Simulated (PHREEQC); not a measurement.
A solution holds 2.4 mmol/kgw H3PO4 and 2.6 mmol/kgw K2HPO4, at 25 °C. Closed to the air; pH follows from the charge balance.

Computed with PHREEQC (ion-association model, phreeqc.dat).

This is a speciation only: nothing precipitates in the calculation.

### Question
What pH does the model give?

### Answer
pH 5.73.

### Question
In which forms is P present?

### Answer
H2PO4- 96 %, HPO4-2 4.0 % of the P.

Complexes and solids missing from the database can't appear.
